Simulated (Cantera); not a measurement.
Charge: 1 mol ZrO2, 39 mol H2, at 750 Torr.

Method: chemical equilibrium by Gibbs-energy minimisation in Cantera with the NASA 1993 tables (ideal gas, pure condensed phases). Candidate condensed phases: H2O, Zr, ZrO2; 12 gas species. Rates play no part.

log p: log10 of the partial pressure in bar; n: condensed amount in mol.

```json
[
 {"T (°C)": "1100", "log p H2": "0.00", "log p H": "-5.48", "log p H2O": "-9.44", "log p ZrO": "<-12", "log p Zr": "<-12", "n ZrO2(monoclinic)": "1.00", "n ZrO2(tetragonal)": "0"},
 {"T (°C)": "1200", "log p H2": "0.00", "log p H": "(withheld)", "log p H2O": "(withheld)", "log p ZrO": "<-12", "log p Zr": "<-12", "n ZrO2(monoclinic)": "1.00", "n ZrO2(tetragonal)": "0"},
 {"T (°C)": "1300", "log p H2": "0.00", "log p H": "(withheld)", "log p H2O": "(withheld)", "log p ZrO": "(withheld)", "log p Zr": "<-12", "n ZrO2(monoclinic)": "0", "n ZrO2(tetragonal)": "1.00"},
 {"T (°C)": "1400", "log p H2": "0.00", "log p H": "-3.94", "log p H2O": "-7.45", "log p ZrO": "-10.43", "log p Zr": "-11.69", "n ZrO2(monoclinic)": "0", "n ZrO2(tetragonal)": "1.000"},
 {"T (°C)": "1500", "log p H2": "0.00", "log p H": "-3.55", "log p H2O": "-6.94", "log p ZrO": "-9.34", "log p Zr": "-10.62", "n ZrO2(monoclinic)": "0", "n ZrO2(tetragonal)": "1.000"},
 {"T (°C)": "1600", "log p H2": "0.00", "log p H": "-3.19", "log p H2O": "-6.48", "log p ZrO": "-8.37", "log p Zr": "-9.68", "n ZrO2(monoclinic)": "0", "n ZrO2(tetragonal)": "1.000"},
 {"T (°C)": "1700", "log p H2": "0.00", "log p H": "-2.87", "log p H2O": "-6.08", "log p ZrO": "-7.50", "log p Zr": "-8.83", "n ZrO2(monoclinic)": "0", "n ZrO2(tetragonal)": "1.000"},
 {"T (°C)": "1800", "log p H2": "0.00", "log p H": "-2.58", "log p H2O": "-5.71", "log p ZrO": "-6.72", "log p Zr": "-8.06", "n ZrO2(monoclinic)": "0", "n ZrO2(tetragonal)": "1.000"},
 {"T (°C)": "1900", "log p H2": "0.00", "log p H": "-2.32", "log p H2O": "-5.37", "log p ZrO": "-6.02", "log p Zr": "-7.37", "n ZrO2(monoclinic)": "0", "n ZrO2(tetragonal)": "1.000"},
 {"T (°C)": "2000", "log p H2": "0.00", "log p H": "-2.08", "log p H2O": "-5.05", "log p ZrO": "-5.39", "log p Zr": "-6.76", "n ZrO2(monoclinic)": "0", "n ZrO2(tetragonal)": "1.000"}
]
```

Some entries are withheld; supply them.


- 1200, log p H: -4.90
- 1200, log p H2O: -8.68
- 1300, log p H: -4.39
- 1300, log p H2O: -8.02
- 1300, log p ZrO: -11.65
